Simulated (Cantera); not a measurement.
Feed: 1 mol Al₂O₃, 400 mol H₂, 1 mol N₂, held at 0.0110 bar.

Method: chemical equilibrium by Gibbs-energy minimisation in Cantera with the NASA 1993 tables (ideal gas, pure condensed phases). Candidate condensed phases: Al, AlN, Al₂O₃, H₂O; 35 gas species. Equilibrium is a limit: real reactors are often held back by kinetics, nucleation or transport. All values below are at 1077 °C.

Base state: H₂ 0.997, N₂ 0.00249, H 2.27e-5 (mole fractions); condensed: Al₂O₃(s).

**Question.** What changes in the equilibrium state with this change: Al₂O₃ replaced by PbO?

**Answer.** 
| species | before | after |
|---|---|---|
| H₂ | 0.997 | 0.993 |
| Pb | 0 | 0.00249 |
| H₂O | 3.21e-7 | 0.00249 |
| H | 2.27e-5 | 2.26e-5 |
| N₂ | 0.00249 | 0.00249 |
| Al₂O₃(s), mol | 1.000 | 0 |
Further candidate phases: Pb, PbO, PbO₂, Pb₃O₄.
